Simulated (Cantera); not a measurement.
An isothermal, constant-pressure homogeneous reactor starts with C₂H₆ : N₂ = 1 : 51 (molar parts), at 2000 K and 1.90 bar. Integrator tolerance rtol = 1e-08.

Detailed kinetics in Cantera: GRI-Mech 3.0 (53 species, 325 reactions). GRI-Mech 3.0 stops at C3 and has no aromatics, soot or wall deposition, so with more carbon than oxygen in the feed, carbon stays in small species such as C2H2 where larger ones or solid carbon would form.

Question: What does this change do: N2 51 to 10 parts?

Answer: 
| quantity | before | after |
|---|---|---|
| x(C₂H₆) at 100 s | 2.40e-10 (gas-phase equilibrium 3.96e-11) | 1.92e-8 (gas-phase equilibrium 8.01e-9) |
| x(H) at 100 s | 0.000228 (gas-phase equilibrium 0.000228) | 0.000465 (gas-phase equilibrium 0.000465) |
| x(CH₂) at 100 s | 2.38e-8 (gas-phase equilibrium 9.77e-9) | 1.06e-7 (gas-phase equilibrium 6.82e-8) |
| x(C₂H) at 100 s | 1.81e-6 (gas-phase equilibrium 2.75e-7) | 3.84e-6 (gas-phase equilibrium 1.59e-6) |
| x(H₂) at 100 s | 0.0369 (gas-phase equilibrium 0.0369) | 0.153 (gas-phase equilibrium 0.153) |
| x(HCN) at 100 s | 0.00559 (gas-phase equilibrium 0.0323) | 0.0181 (gas-phase equilibrium 0.0975) |
| x(CH₄) at 100 s | 2.43e-5 (gas-phase equilibrium 1.00e-5) | 0.000448 (gas-phase equilibrium 0.000290) |

Question: What does this change do: 0.26 parts H2O added?

Answer: 
```json
[
 {"quantity": "x(C₂H₆) at 100 s", "before": "2.40e-10 (gas-phase equilibrium 3.96e-11)", "after": "2.84e-10 (gas-phase equilibrium 4.28e-11)"},
 {"quantity": "x(H) at 100 s", "before": "0.000228 (gas-phase equilibrium 0.000228)", "after": "0.000248 (gas-phase equilibrium 0.000248)"},
 {"quantity": "x(CH₂) at 100 s", "before": "2.38e-8 (gas-phase equilibrium 9.77e-9)", "after": "2.38e-8 (gas-phase equilibrium 9.33e-9)"},
 {"quantity": "x(C₂H) at 100 s", "before": "1.81e-6 (gas-phase equilibrium 2.75e-7)", "after": "1.38e-6 (gas-phase equilibrium 1.95e-7)"},
 {"quantity": "x(H₂) at 100 s", "before": "0.0369 (gas-phase equilibrium 0.0369)", "after": "0.0437 (gas-phase equilibrium 0.0437)"},
 {"quantity": "x(HCN) at 100 s", "before": "0.00559 (gas-phase equilibrium 0.0323)", "after": "0.00581 (gas-phase equilibrium 0.0282)"},
 {"quantity": "x(CH₄) at 100 s", "before": "2.43e-5 (gas-phase equilibrium 1.00e-5)", "after": "2.88e-5 (gas-phase equilibrium 1.13e-5)"}
]
```

Question: What does this change do: temperature 2000 to 1273 K?

Answer: 
```
quantity                                             before                                      after
----------------  -----------------------------------------  -----------------------------------------
x(C₂H₆) at 100 s  2.40e-10 (gas-phase equilibrium 3.96e-11)    5.67e-6 (gas-phase equilibrium 2.27e-6)
x(H) at 100 s     0.000228 (gas-phase equilibrium 0.000228)    9.61e-8 (gas-phase equilibrium 8.40e-8)
x(CH₂) at 100 s     2.38e-8 (gas-phase equilibrium 9.77e-9)    1.56e-12 (gas-phase equilibrium <1e-12)
x(C₂H) at 100 s     1.81e-6 (gas-phase equilibrium 2.75e-7)  1.84e-11 (gas-phase equilibrium 3.90e-12)
x(H₂) at 100 s        0.0369 (gas-phase equilibrium 0.0369)      0.0232 (gas-phase equilibrium 0.0260)
x(HCN) at 100 s      0.00559 (gas-phase equilibrium 0.0323)     1.09e-9 (gas-phase equilibrium 0.0221)
x(CH₄) at 100 s     2.43e-5 (gas-phase equilibrium 1.00e-5)    0.00799 (gas-phase equilibrium 0.00707)
```
